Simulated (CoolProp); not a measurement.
Vapour-liquid equilibrium of p-xylene (1) + n-decane (2) at 0.119 bar; x and y are mole fractions of (1).

The numbers come from the multi-fluid Helmholtz-energy mixture model, Zhou 2012 and Lemmon 2006; pair parameters Bell 2016 in CoolProp.

| x | bubble temperature (°C) | y at the bubble point | dew temperature at overall composition x (°C) | liquid density (mol/L) |
|---|---|---|---|---|
| 0.05 | 102.3 | 0.160 | 104.6 | ___ |
| 0.2 | 94.5 | ___ | 101.5 | ___ |
| 0.35 | 88.6 | 0.666 | ___ | ___ |
| 0.5 | ___ | 0.786 | 93.9 | 5.892 |
| 0.65 | 80.1 | ___ | 89.1 | 6.348 |
| 0.8 | ___ | 0.934 | 83.3 | 6.864 |
| 0.95 | 74.0 | 0.985 | 76.0 | 7.455 |

Problem. Some entries are withheld; supply them.

Solution. 
- 0.05, liquid density (mol/L): 4.769
- 0.2, y at the bubble point: 0.481
- 0.2, liquid density (mol/L): 5.112
- 0.35, dew temperature at overall composition x (°C): 98.0
- 0.35, liquid density (mol/L): 5.483
- 0.5, bubble temperature (°C): 83.9
- 0.65, y at the bubble point: 0.870
- 0.8, bubble temperature (°C): 76.9

No azeotrope shows between x = 0.05 and 0.95.

The pair parameters rest on a limited set of measurements; away from them the model extrapolates.
